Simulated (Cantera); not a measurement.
Charge: 1 mol CH3SiCl3, a varied amount of C2H2, 490 mol H2, 0.057 mol CH4, at 1750 °C and 8.60 mbar.

These are equilibrium values from Cantera (NASA tables, ideal gas, pure condensed phases), not measurements of a reactor. Candidate condensed phases: C, C6H6, C7H8, C8H18, Si, SiC; 109 gas species. The feed counts by its element totals alone. Gases not in the tables: Si2H6 and higher silanes. Kinetics and transport are ignored.

Task: What share of the Si ends up in condensed phases as a function of n(C2H2) (mol), at 0.025, 0.037, 0.054, 0.079, 0.12, 0.17, 0.25, 0.36, 0.53, 0.77, 1.1?

Result: 
| n(C2H2) (mol) | Si condensed (%) | as |
|---|---|---|
| 0.025 | 66.4 | SiC(s) |
| 0.037 | 67.1 | SiC(s) |
| 0.054 | 67.9 | SiC(s) |
| 0.079 | 69.1 | SiC(s) |
| 0.12 | 70.8 | SiC(s) |
| 0.17 | 72.6 | SiC(s) |
| 0.25 | 75.0 | SiC(s) |
| 0.36 | 76.2 | SiC(s) |
| 0.53 | 76.1 | SiC(s) |
| 0.77 | 76.1 | SiC(s) |
| 1.1 | 76.1 | SiC(s) |
